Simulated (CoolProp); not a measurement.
Vapour-liquid equilibrium of benzene (1) + octamethylcyclotetrasiloxane (D4) (2) at 309.1 K; x and y are mole fractions of (1).

Computed with CoolProp (multi-fluid Helmholtz-energy mixture model, Thol 2012 and Thol 2015; pair parameters Bell 2016).

| x | bubble pressure, mixture model (bar) | bubble pressure, Raoult's law (bar) | y, mixture model | y, Raoult's law |
|---|---|---|---|---|
| 0.05 | 0.01261 | 0.01308 | 0.780 | 0.787 |
| 0.15 | 0.03511 | 0.03339 | 0.930 | 0.925 |
| 0.25 | 0.05888 | 0.05370 | 0.963 | 0.959 |
| 0.35 | 0.08146 | 0.07401 | 0.977 | 0.974 |
| 0.45 | 0.1019 | 0.09431 | 0.984 | 0.983 |
| 0.55 | 0.1204 | 0.1146 | 0.989 | 0.989 |
| 0.65 | 0.1381 | 0.1349 | 0.992 | 0.992 |
| 0.75 | 0.1560 | 0.1552 | 0.995 | 0.995 |
| 0.85 | 0.1751 | 0.1755 | 0.997 | 0.997 |
| 0.95 | 0.1956 | 0.1959 | 0.999 | 0.999 |

The largest gap from Raoult's law is +10.1 % in bubble pressure, at x = 0.35. No azeotrope shows between x = 0.05 and 0.95.

The pair parameters rest on a limited set of measurements; away from them the model extrapolates. The gap from Raoult's law changes sign with composition, which may be real or a fault of the pair parameters; it wasn't checked against measurements.
